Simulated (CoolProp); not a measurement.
Vapour-liquid equilibrium of cyclohexane (1) + n-heptane (2) at 0.112 MPa; x and y are mole fractions of (1).

Values from CoolProp's multi-fluid Helmholtz-energy mixture model, Zhou 2014 and Span 2003; pair parameters Bell 2016.

Give the bubble temperature and the first vapour's composition at x = 0.35, 0.875, 0.95. Is there an azeotrope?

x = 0.35: 94.4 °C, y = 0.471; x = 0.875: 85.8 °C, y = 0.918; x = 0.95: 84.7 °C, y = 0.968. No azeotrope shows between x = 0.05 and 0.95.

The pair parameters rest on a limited set of measurements; away from them the model extrapolates.
